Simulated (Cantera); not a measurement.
A closed system holds: 1 mol Si2H6, 14 mol NO, 1 mol H2, equilibrated at 13.3 mbar.

These are equilibrium values from Cantera (NASA tables, ideal gas, pure condensed phases), not measurements of a reactor. Candidate condensed phases: H2O, Si, SiO2, Si2N2O, Si3N4; 35 gas species. The feed counts by its element totals alone. The tables hold silica as quartz up to 1696 K and as liquid above; real silica turns to tridymite and cristobalite and melts near 1996 K. Equilibrium is a limit: real reactors are often held back by kinetics, nucleation or transport. All values below are at 1898 K.

Base state: N2 0.496, H2O 0.281, O2 0.210, OH 0.00597, NO 0.00452, O 0.00116, H2 0.000681, H 0.000177 (mole fractions); condensed: SiO2(condensed).

Q: What changes in the equilibrium state with this change: H2 from 1 to 47 mol?

A: 
| species | before | after |
|---|---|---|
| H2 | 0.000681 | 0.690 |
| H2O | 0.281 | 0.178 |
| N2 | 0.496 | 0.122 |
| O2 | 0.210 | 8.18e-8 |
| SiO | 2.43e-6 | 0.00389 |
| NO | 0.00452 | 1.40e-6 |
| O | 0.00116 | 7.27e-7 |
| OH | 0.00597 | 0.000119 |
| H | 0.000177 | 0.00562 |
| SiO2(condensed), mol | 2.00 | 1.78 |
